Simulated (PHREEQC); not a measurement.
Copper plating or etch bath (model solution)

Solution (10 °C): 0.0014 mol/kgw CuCl2, 3.1e-05 mol/kgw HCl and 0.0089 mol/kgw FeCl3. Closed to the air; pH follows from the charge balance.

All values are PHREEQC results (ion-association model, phreeqc.dat), not measurements.

Precipitation was switched off in this run.

Predict the pH.

pH 2.48.

In which forms is Cu present?

Cu+2 98 %, CuCl+ 1.7 % of the Cu.

Saturation is exceeded, for instance for Hematite (slow to form), Goethite (slow to form); the values hold only as long as no solid forms. Constants without temperature data keep their 25 °C values here.
